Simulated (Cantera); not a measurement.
A Cantera script and what it prints.

```python
import numpy as np
import cantera as ct

gas_names = """
    Fe H H2 H2S N NH NH2 NH3 N2 N2H2 N2H4 S SH SN S2 S8
""".split()
cond_names = """
    Fe(a) Fe(c) Fe(d) Fe(L) FeS(a) FeS(b) FeS(c) FeS(L) FeS2(s) S(cr1) S(cr2) S(L)
""".split()


# ... load() reads the species with a 1 bar reference pressure and builds the phases ...
atoms = {
    'FeS': {'Fe': 1, 'S': 1},
    'H2S': {'H': 2, 'S': 1},
    'N2': {'N': 2},
}
top_T = {'FeS2(s)': 1010}  # K; cautious upper limits of use, not melting points


# ... equilibrate(T, P, feed) seeds the gas with the atoms and calls Mixture.equilibrate('TP', solver="vcs", rtol=1e-11, max_steps=5000) ...
results = []
feed = {'FeS': 1, 'H2S': 0.05, 'N2': 3.3}  # mol
T = 925  # K
for P in [1000, 2300, 5400, 13000, 29000, 68000, 160000, 370000, 860000, 2000000]:
    mix = equilibrate(T, P, feed)
    results.append((T, P, feed, dict(zip(mix.species_names, mix.species_moles))))

top = {s: max(r[3][s] / sum(r[3][g] for g in gas_names) for r in results) for s in gas_names}
cols = sorted((s for s in top if top[s] > 1e-06), key=lambda s: -top[s])[:7]
seen = [c for c in cond_names if any(r[3].get(c, 0) > 1e-12 for r in results)]
print("log10 of partial pressures in bar; condensed amounts in mol")
print(f"{'P/Pa':>10s}" + "".join(f"{s[:9]:>10s}" for s in cols + seen))
for T, P, feed, n in results:
    ng = sum(n[g] for g in gas_names)
    print(f"{P:10.4g}" + "".join(f"{np.log10(max(n[s] / ng * P / 1e5, 1e-99)):10.3f}" for s in cols)
          + "".join(f"{n.get(c, 0):10.4g}" for c in seen))
```

Output:

```
log10 of partial pressures in bar; condensed amounts in mol
      P/Pa        N2       H2S        H2        S2        SH    FeS(c)
      1000    -2.008    -4.027    -4.260    -4.561    -7.813         1
      2300    -1.646    -3.620    -3.988    -4.290    -7.542         1
      5400    -1.275    -3.213    -3.717    -4.018    -7.270         1
   1.3e+04    -0.893    -2.802    -3.443    -3.744    -6.996         1
   2.9e+04    -0.545    -2.433    -3.197    -3.498    -6.750         1
   6.8e+04    -0.174    -2.046    -2.939    -3.240    -6.492         1
   1.6e+05     0.197    -1.662    -2.683    -2.984    -6.236         1
   3.7e+05     0.561    -1.288    -2.434    -2.735    -5.987         1
   8.6e+05     0.928    -0.914    -2.185    -2.486    -5.738         1
     2e+06     1.294    -0.542    -1.937    -2.238    -5.490         1
```

These are equilibrium values from Cantera (NASA tables, ideal gas, pure condensed phases), not measurements of a reactor. FeS: taken at fixed stoichiometry. Gases not in the tables: S3 to S7.
